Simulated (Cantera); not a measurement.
## Adiabatic ignition

An adiabatic, constant-volume homogeneous reactor starts with 8.25 % CH4, 0.388 % C2H6, 19.2 % O2, 72.2 % N2, equivalence ratio 0.93, at 1000 K and 38000 Pa.

Model: GRI-Mech 3.0 (53 species, 325 reactions), integrated in Cantera.

```tsv
t (s)	T (K)	P (bar)	x CH4	x C2H6	x O2	x C2H4	x NO
9.00e-6	1000	0.380	0.0825	0.00388	0.192	<1e-12	<1e-12
2.88e-5	1000	0.380	0.0825	0.00388	0.192	<1e-12	<1e-12
9.19e-5	1000	0.380	0.0825	0.00388	0.192	3.53e-12	<1e-12
0.000294	1000	0.380	0.0825	0.00388	0.192	4.02e-11	<1e-12
0.000939	1000	0.380	0.0825	0.00388	0.192	4.18e-10	<1e-12
0.00300	1000	0.380	0.0825	0.00388	0.192	4.09e-9	<1e-12
0.00959	1000	0.380	0.0825	0.00388	0.192	3.69e-8	<1e-12
0.0306	1000	0.380	0.0825	0.00388	0.192	3.38e-7	<1e-12
0.0979	1000	0.380	0.0824	0.00387	0.192	9.38e-6	<1e-12
0.313	1004	0.382	0.0819	0.00374	0.192	0.000206	<1e-12
1.00	2674	1.05	<1e-12	<1e-12	0.0244	<1e-12	0.00982
```
x: mole fraction; the columns are a selection and need not sum to one.

```yaml
time_of_steepest_temperature_rise: 0.464 s
temperature at 1.00 s: 2674 K
equilibrium_temperature: 2674 K
x(CH4) at 1.00 s: <1e-12 (gas-phase equilibrium <1e-12)
x(C2H6) at 1.00 s: <1e-12 (gas-phase equilibrium <1e-12)
x(O2) at 1.00 s: 0.0244 (gas-phase equilibrium 0.0244)
```
